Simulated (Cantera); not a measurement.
An isothermal, constant-pressure homogeneous reactor starts with CH4 : N2 = 1 : 44 (molar parts), at 1025 K and 760 Torr. Integrator tolerance rtol = 1e-08.

Cantera simulation using GRI-Mech 3.0 (53 species, 325 reactions); the numbers are that mechanism's predictions, not measurements. GRI-Mech 3.0 stops at C3 and has no aromatics, soot or wall deposition, so with more carbon than oxygen in the feed, carbon stays in small species such as C2H2 where larger ones or solid carbon would form.

Problem. What does this change do: temperature 1025 to 1825 K?

Solution. 
```csv
quantity,before,after
x(CH4) at 10.0 s,0.0222 (gas-phase equilibrium 0.0165),2.77e-5 (gas-phase equilibrium 9.24e-6)
x(H2) at 10.0 s,2.45e-8 (gas-phase equilibrium 0.00783),0.0325 (gas-phase equilibrium 0.0326)
x(C2H2) at 10.0 s,<1e-12 (gas-phase equilibrium 0.000232),0.0108 (gas-phase equilibrium 0.00104)
x(C2H4) at 10.0 s,2.29e-10 (gas-phase equilibrium 0.000544),6.98e-6 (gas-phase equilibrium 6.74e-7)
x(H) at 10.0 s,<1e-12 (gas-phase equilibrium 3.86e-10),7.94e-5 (gas-phase equilibrium 7.95e-5)
x(C2H) at 10.0 s,<1e-12 (gas-phase equilibrium <1e-12),2.57e-7 (gas-phase equilibrium 2.47e-8)
x(CH2) at 10.0 s,<1e-12 (gas-phase equilibrium <1e-12),3.81e-9 (gas-phase equilibrium 1.27e-9)
```
